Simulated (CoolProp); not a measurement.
Vapour-liquid equilibrium of cyclohexane (1) + n-nonane (2) at 358.8 K; x and y are mole fractions of (1).

Model: multi-fluid Helmholtz-energy mixture model, Zhou 2014 and Lemmon 2006; pair parameters Bell 2016, in CoolProp.

```json
[
 {"x": "0.05", "bubble pressure (bar)": "0.1779", "y at the bubble point": "0.344", "dew pressure at overall composition x (bar)": "0.1280", "liquid density (mol/L)": "5.294"},
 {"x": "0.2", "bubble pressure (bar)": "0.3309", "y at the bubble point": "0.696", "dew pressure at overall composition x (bar)": "0.1494", "liquid density (mol/L)": "5.639"},
 {"x": "0.35", "bubble pressure (bar)": "0.4769", "y at the bubble point": "0.825", "dew pressure at overall composition x (bar)": "0.1793", "liquid density (mol/L)": "6.030"},
 {"x": "0.5", "bubble pressure (bar)": "0.6264", "y at the bubble point": "0.896", "dew pressure at overall composition x (bar)": "0.2241", "liquid density (mol/L)": "6.473"},
 {"x": "0.65", "bubble pressure (bar)": "0.7838", "y at the bubble point": "0.941", "dew pressure at overall composition x (bar)": "0.2977", "liquid density (mol/L)": "6.979"},
 {"x": "0.8", "bubble pressure (bar)": "0.9489", "y at the bubble point": "0.973", "dew pressure at overall composition x (bar)": "0.4399", "liquid density (mol/L)": "7.562"},
 {"x": "0.95", "bubble pressure (bar)": "1.117", "y at the bubble point": "0.994", "dew pressure at overall composition x (bar)": "0.8235", "liquid density (mol/L)": "8.239"}
]
```

No azeotrope shows between x = 0.05 and 0.95.

Pair parameters are fitted to limited data, so mixtures are less certain than the pure fluids. The gap from Raoult's law changes sign with composition, which may be real or a fault of the pair parameters; it wasn't checked against measurements.
